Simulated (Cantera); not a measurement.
Feed: 1 mol AlN, 17 mol O₂, 0.47 mol H₂, held at 41.0 Pa.

Equilibrium computed with Cantera from the NASA thermochemical tables; the gas is ideal and each condensed phase is pure. Candidate condensed phases: Al, AlN, Al₂O₃, H₂O; 35 gas species. Kinetics and transport are ignored. All values below are at 975 °C.

Base state: O₂ 0.943, N₂ 0.0294, H₂O 0.0277, NO 0.000114, OH 3.02e-5 (mole fractions); condensed: Al₂O₃(s).

Q: What changes in the equilibrium state with this change: AlN replaced by Si₃N₄?

A: 
```
species                before     after
-------------------  --------  --------
O₂                      0.943     0.848
N₂                     0.0294     0.123
H₂O                    0.0277    0.0289
NO                   0.000114  0.000221
OH                    3.02e-5   3.00e-5
Al₂O₃(s), mol           0.500         0
SiO₂(β-quartz), mol         0      3.00
```
The tables hold silica as quartz up to 1696 K and as liquid above; real silica turns to tridymite and cristobalite and melts near 1996 K. Further candidate phases: Si, SiO₂, Si₂N₂O, Si₃N₄.
